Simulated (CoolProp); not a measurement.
Vapour-liquid equilibrium of n-hexane (1) + dimethyl carbonate (2) at 393.5 K; x and y are mole fractions of (1).

The numbers come from the multi-fluid Helmholtz-energy mixture model, Thol 2019 and Zhou 2011; pair parameters Bell 2016 in CoolProp.

```csv
x,"bubble pressure, mixture model (bar)","bubble pressure, Raoult's law (bar)","y, mixture model","y, Raoult's law"
0.05,2.925,2.515,0.196,0.080
0.15,3.565,2.675,0.385,0.226
0.25,3.932,2.834,0.477,0.356
0.35,4.154,2.994,0.536,0.471
0.45,4.297,3.153,0.583,0.575
0.55,4.389,3.313,0.626,0.669
0.65,4.440,3.472,0.674,0.755
0.75,4.441,3.632,0.732,0.832
0.85,4.369,3.791,0.810,0.904
0.95,4.184,3.951,0.922,0.969
```

The largest gap from Raoult's law is +38.7 % in bubble pressure, at x = 0.35. y crosses x between x = 0.65 and 0.75: the model has an azeotrope there.

Pair parameters are fitted to limited data, so mixtures are less certain than the pure fluids.
